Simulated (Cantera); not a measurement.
Cantera run:

```python
import numpy as np
import cantera as ct

gas_names = """
    N2 H2S NH3
""".split()
cond_names = """
    NiS(b) NiS(a) NiS(L) NiS2(s) NiS2(L)
""".split()


# ... load() reads the species with a 1 bar reference pressure and builds the phases ...
species = {s.name: s for s in load("nasa_gas.yaml", gas_names) + load("nasa_condensed.yaml", cond_names)}
# Each term lists the table entries of one substance; the one whose range holds T is used.
reactions = {
    'N2(g) + 3 H2S(g) + 3 NiS = 3 NiS2 + 2 NH3(g)':
        [(-1, ['N2']), (-3, ['H2S']), (-3, ['NiS(b)', 'NiS(a)', 'NiS(L)']), (3, ['NiS2(s)', 'NiS2(L)']), (2, ['NH3'])],
}


def pick(names, T):
    return next(species[n] for n in names if species[n].thermo.min_temp <= T <= species[n].thermo.max_temp)


results = []
for label, terms in reactions.items():
    print(label)
    print("     T/K   dH/kJ  dS/(J/K)   dG/kJ   log10 K")
    for T in [673, 873, 1073, 1273, 1473, 1673, 1873]:
        used = [(nu, pick(names, T)) for nu, names in terms]
        dH = sum(nu * s.thermo.h(T) for nu, s in used) / 1e6
        dS = sum(nu * s.thermo.s(T) for nu, s in used) / 1e3
        dG = dH - T * dS / 1e3
        logK = -dG * 1e6 / (ct.gas_constant * T * np.log(10))
        results.append((label, T, dH, dS, dG, logK, [s.name for _, s in used]))
        print(f"{T:8g} {dH:8.1f} {dS:8.1f} {dG:8.1f} {logK:8.2f}")
```

It prints:

```
N2(g) + 3 H2S(g) + 3 NiS = 3 NiS2 + 2 NH3(g)
     T/K   dH/kJ  dS/(J/K)   dG/kJ   log10 K
     673   -176.9   -389.0     84.9    -6.59
     873   -173.9   -385.0    162.2    -9.71
    1073   -172.0   -383.0    239.0   -11.63
    1273   -261.9   -454.9    317.3   -13.02
    1473    -67.2   -302.7    378.7   -13.43
    1673    -70.2   -304.6    439.4   -13.72
    1873    -73.0   -306.2    500.5   -13.96
```

Source: NASA polynomial tables (part measured, part estimated), evaluated in Cantera. Condensed species are held in their standard states even where they would react or evaporate.
